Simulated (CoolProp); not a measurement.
Saturation properties of c-C4F8 (RC318) (Tc = 388.4 K, pc = 2778 kPa, ω = 0.355).

The numbers come from the reference Helmholtz-energy equation of state, Platzer 1990 in CoolProp. This equation is an older, rougher fit; its heat capacities, sound speeds and derivatives of the liquid may be far off and weren't checked against measurements.

| T (K) | p (kPa) | vapour density (kg/m³) | surface tension (mN/m) | liquid viscosity (µPa s) |
|---|---|---|---|---|
| 284 | (withheld) | 17.65 | 9.81 | 447 |
| 289.9 | 238.0 | 21.52 | 9.12 | 409 |
| 295.9 | 290.6 | 26.12 | 8.43 | 375 |
| 301.9 | 351.7 | 31.48 | 7.75 | 343 |
| 307.9 | 422.0 | 37.70 | 7.09 | (withheld) |
| 313.8 | (withheld) | 44.78 | 6.44 | 288 |
| 319.8 | 592.1 | 53.09 | 5.80 | 264 |
| 325.8 | 695.2 | 62.71 | 5.18 | 242 |
| 331.7 | 809.0 | 73.63 | 4.57 | 222 |
| 337.7 | 938.5 | 86.52 | 3.98 | 203 |

Some entries are withheld; supply them.


- 284, p (kPa): 193.6
- 307.9, liquid viscosity (µPa s): 314
- 313.8, p (kPa): 501.0

It boils at 267.2 K under 1 atm.

Viscosity comes from a separate model (Huber 2003), an estimate that may be off by 10 % or more. Surface tension comes from a separate correlation (Mulero 2012).
